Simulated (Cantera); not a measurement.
A perfectly stirred reactor is fed with 5.13 % H₂, 51.3 % O₂, 43.6 % N₂, at 10.00 Torr; it is held at 1400 K, and followed from long to short residence time.

Cantera simulation using GRI-Mech 3.0 (53 species, 325 reactions); the numbers are that mechanism's predictions, not measurements. Radical loss at walls, strong at low pressure, is not modelled. The temperature is held fixed by assumption; the heat of reaction is taken as removed at once.

Question: Predict: x(H₂) at τ = 5.20 s; x(O₂) at τ = 5.20 s; x(NO) at τ = 5.20 s; x(O) at τ = 5.20 s; x(HO₂) at τ = 5.20 s; x(H₂) at τ = 0.200 s; x(O₂) at τ = 0.200 s; x(NO) at τ = 0.200 s; x(O) at τ = 0.200 s; x(HO₂) at τ = 0.200 s.

Answer: 
| Property | Result |
|---|---|
| x(H₂) at τ = 5.20 s | 0.000107 |
| x(O₂) at τ = 5.20 s | 0.498 |
| x(NO) at τ = 5.20 s | 6.10e-7 |
| x(O) at τ = 5.20 s | 0.00192 |
| x(HO₂) at τ = 5.20 s | 4.51e-7 |
| x(H₂) at τ = 0.200 s | 0.000706 |
| x(O₂) at τ = 0.200 s | 0.489 |
| x(NO) at τ = 0.200 s | 9.01e-7 |
| x(O) at τ = 0.200 s | 0.0131 |
| x(HO₂) at τ = 0.200 s | 1.14e-6 |
